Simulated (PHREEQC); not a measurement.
# Acid rinse or clean

Solution (35 °C): 0.0042 mol HNO3, 0.016 mol AlCl3 and 3.4e-05 mol KCl per kg of water. Closed to the air; pH follows from the charge balance.

Computed with PHREEQC (ion-association model, wateq4f.dat).

No solid was allowed to form.

**Question.** Predict the pH.

**Answer.** pH 2.46.
